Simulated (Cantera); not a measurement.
An adiabatic, constant-pressure homogeneous reactor starts with CH4 : O2 : N2 = 1 : 2 : 7.52 (molar parts), equivalence ratio 1.0, at 1400 K and 2200000 Pa. Integrator tolerance rtol = 1e-08.

Computed with Cantera and GRI-Mech 3.0 (53 species, 325 reactions). The pressure lies above the range GRI-Mech 3.0 was tuned for (to about 10 atm).

Question: What does this change do: pressure from 2200000 Pa to 220000 Pa?

Answer: 
```
quantity                                                            before                                    after
---------------------------------  ---------------------------------------  ---------------------------------------
time of steepest temperature rise                                 0.233 ms                                  1.89 ms
temperature at 0.200 s                                              2889 K                                   2749 K
equilibrium temperature                                             2889 K                                   2749 K
x(CH4) at 0.200 s                    <1e-12 (gas-phase equilibrium <1e-12)    <1e-12 (gas-phase equilibrium <1e-12)
x(O2) at 0.200 s                     0.0114 (gas-phase equilibrium 0.0114)    0.0164 (gas-phase equilibrium 0.0164)
x(C2H2) at 0.200 s                   <1e-12 (gas-phase equilibrium <1e-12)    <1e-12 (gas-phase equilibrium <1e-12)
x(HCN) at 0.200 s                  6.60e-9 (gas-phase equilibrium 6.60e-9)  1.56e-9 (gas-phase equilibrium 1.56e-9)
x(NO2) at 0.200 s                  6.23e-6 (gas-phase equilibrium 6.23e-6)  2.60e-6 (gas-phase equilibrium 2.60e-6)
```

Question: What does this change do: constant volume in place of constant pressure?

Answer: 
| quantity | before | after |
|---|---|---|
| time of steepest temperature rise | 0.233 ms | 0.217 ms |
| temperature at 0.200 s | 2889 K | 3129 K |
| equilibrium temperature | 2889 K | 3129 K |
| x(CH4) at 0.200 s | <1e-12 (gas-phase equilibrium <1e-12) | <1e-12 (gas-phase equilibrium <1e-12) |
| x(O2) at 0.200 s | 0.0114 (gas-phase equilibrium 0.0114) | 0.0133 (gas-phase equilibrium 0.0133) |
| x(C2H2) at 0.200 s | <1e-12 (gas-phase equilibrium <1e-12) | <1e-12 (gas-phase equilibrium <1e-12) |
| x(HCN) at 0.200 s | 6.60e-9 (gas-phase equilibrium 6.60e-9) | 2.97e-8 (gas-phase equilibrium 2.97e-8) |
| x(NO2) at 0.200 s | 6.23e-6 (gas-phase equilibrium 6.23e-6) | 1.24e-5 (gas-phase equilibrium 1.24e-5) |
Above 3000 K some thermodynamic fits are extrapolated.
